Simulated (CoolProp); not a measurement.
A simple Rankine cycle with n-perfluoropentane: condensing at 327.15 K, boiler at 1.08 MPa, turbine inlet 499 K, turbine efficiency 0.85, pump efficiency 0.8, no recuperator. Each further row changes one setting.

The numbers come from the reference Helmholtz-energy equation of state, Gao 2022 in CoolProp.

```csv
case,thermal efficiency (%),net work (kJ/kg),heat in (kJ/kg),turbine exit temperature (K),volume ratio over the turbine
as stated,6.8,16.7,244,477.9,4.84
condensing temperature 319.15 K,7.7,19.5,253,474.8,6.21
boiler pressure 0.756 MPa,5.4,(withheld),246,483.3,3.32
turbine efficiency 0.75,(withheld),(withheld),244,479.8,4.87
```

Complete the blanks.


- boiler pressure 0.756 MPa, net work (kJ/kg): 13.2
- turbine efficiency 0.75, thermal efficiency (%): 6.0
- turbine efficiency 0.75, net work (kJ/kg): 14.7
